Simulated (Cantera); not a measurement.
Input: 1 mol Al(CH₃)₃, 3.5 mol N₂, 3.4 mol H₂.

Method: chemical equilibrium by Gibbs-energy minimisation in Cantera with the NASA 1993 tables (ideal gas, pure condensed phases). Candidate condensed phases: Al, AlN, C, C₆H₆, C₇H₈, C₈H₁₈; 97 gas species. The feed counts by its element totals alone. Equilibrium is a limit: real reactors are often held back by kinetics, nucleation or transport.

Problem. What condenses at these points (T in °C, P in Pa): (1802, 32); (1702, 1000); (1802, 32000); (1602, 10); (1002, 320)?

Solution. 
```tsv
T (°C)	P in Pa	condensed phases	Al condensed (%)
1802	32	C	0.0
1702	1000	AlN + C	71.7
1802	32000	AlN + C	99.0
1602	10	C	0.0
1002	320	AlN + C	100.0
```
